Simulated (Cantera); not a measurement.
Cantera run, input and output.

```python
import numpy as np
import cantera as ct

surf = ct.Interface("ptcombust.yaml", "Pt_surf")
gas = surf.adjacent["gas"]
gas.TPX = 300, 26000, {'H2': 0.034, 'O2': 0.12, 'N2': 0.79}
jet = ct.ImpingingJet(gas=gas, width=0.033, surface=surf)
jet.inlet.mdot, jet.inlet.T, jet.inlet.X = 0.036, 300, {'H2': 0.034, 'O2': 0.12, 'N2': 0.79}
jet.set_refine_criteria(ratio=10, slope=0.2, curve=0.3)
show, cover = ['H2', 'O2', 'H2O', 'OH'], ["PT(S)", "H(S)", "O(S)", "OH(S)", "CO(S)", "C(S)"]

rows = []
print(f"{'Ts/K':>7s}" + "".join(f"{s:>11s}" for s in show + cover) + "   (gas at the wall, coverages)")
for i, Ts in enumerate([600, 650, 700, 750, 800]):
    jet.surface.T = Ts
    if i == 0:
        surf.TP = Ts, 26000
        surf.coverages = "PT(S):0.5, O(S):0.5"
        surf.advance_coverages(1.0)
        jet.set_initial_guess(products="inlet")
    jet.solve(loglevel=0, auto=(i == 0))
    rows.append([*(jet.X[gas.species_index(s), -1] for s in show), *surf[cover].coverages])
    print(f"{Ts:7g}" + "".join(f"{x:11.3e}" for x in rows[-1]))
```

Result:

```
   Ts/K         H2         O2        H2O         OH      PT(S)       H(S)       O(S)      OH(S)      CO(S)       C(S)   (gas at the wall, coverages)
    600  1.932e-03  9.069e-02  6.602e-02  1.080e-12  3.499e-02  1.736e-09  9.546e-01  1.038e-02 -2.211e-18 -6.149e-34
    650  1.921e-03  9.084e-02  6.554e-02  1.392e-11  3.688e-02  2.563e-09  9.561e-01  6.968e-03  1.053e-22  1.318e-36
    700  1.842e-03  9.091e-02  6.525e-02  1.217e-10  4.028e-02  4.264e-09  9.547e-01  5.022e-03  2.196e-19  2.923e-25
    750  1.550e-03  9.074e-02  6.539e-02  7.550e-10  5.020e-02  8.745e-09  9.457e-01  4.050e-03  6.628e-22  7.724e-25
    800  1.109e-03  9.040e-02  6.588e-02  3.391e-09  7.353e-02  2.271e-08  9.228e-01  3.653e-03  3.235e-19  2.362e-25
```

Model: Deutschmann's 1995 Pt surface mechanism with GRI-Mech 3.0 gas chemistry, integrated in Cantera. Catalytic surfaces can have several steady states; this one follows from the mechanism file's or the stated starting coverage.
